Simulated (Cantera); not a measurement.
A Cantera script and what it prints.

```python
import numpy as np
import cantera as ct

gas_names = """
    CL CL2 H HCL H2 N NH NH2 NH3 N2 N2H2 N2H4 Si SiCL SiCL2 SiCL3 SiCL4 SiH SiHCL3 SiH2 SiH2CL2 SiH3
    SiH3CL SiH4 SiN Si2 Si2N Si3
""".split()
cond_names = """
    NH4CL(a) NH4CL(b) Si(cr) Si(L) Si3N4(a)
""".split()


# ... load() reads the species with a 1 bar reference pressure and builds the phases ...
atoms = {
    'SiCl4': {'Si': 1, 'CL': 4},
    'NH3': {'N': 1, 'H': 3},
}
top_T = {'Si3N4(a)': 2400}  # K; cautious upper limits of use, not melting points


# ... equilibrate(T, P, feed) seeds the gas with the atoms and calls Mixture.equilibrate('TP', solver="vcs", rtol=1e-11, max_steps=5000) ...
results = []
feed = {'SiCl4': 1, 'NH3': 5.7}  # mol
T = 1650  # K
P = 5200  # Pa
mix = equilibrate(T, P, feed)
results.append((T, P, feed, dict(zip(mix.species_names, mix.species_moles))))
print(gas.report(threshold=0.0001))
for i in range(1, mix.n_phases):
    print(f"{mix.phase(i).name:16s} {mix.phase_moles(i):12.5e} mol")
```

Result:

```
       temperature   1650 K
          pressure   5200 Pa
           density   0.0072099 kg/m^3
  mean mol. weight   19.022 kg/kmol
   phase of matter   gas

                          1 kg             1 kmol
                     ---------------   ---------------
          enthalpy        8.4162e+05        1.6009e+07  J
   internal energy        1.2039e+05          2.29e+06  J
           entropy             13144        2.5001e+05  J/K
    Gibbs function       -2.0846e+07       -3.9652e+08  J
 heat capacity c_p            1841.4             35026  J/K
 heat capacity c_v            1404.3             26712  J/K

                      mass frac. Y      mole frac. X     chem. pot. / RT
                     ---------------   ---------------   ---------------
                 H        1.5639e-05        0.00029511           -11.221
               HCL           0.39172           0.20437           -36.967
                H2          0.058158           0.54874           -22.441
                N2           0.29216           0.19837           -30.884
             SiCL2           0.23199           0.04458           -58.123
             SiCL3          0.020603         0.0029152           -83.869
             SiCL4         0.0037367        0.00041839           -109.62
            SiHCL3          0.001343        0.00018861            -95.09
     [  +20 minor]         0.0002831         0.0001156

Si(cr)            0.00000e+00 mol
Si3N4(a)          1.22679e-01 mol
```

Cantera equilibrium calculation (NASA polynomials, part measured and part estimated; ideal gas, pure solids and liquids). The tables' values for SiCl3, SiCl are old estimates; treat these amounts as uncertain.
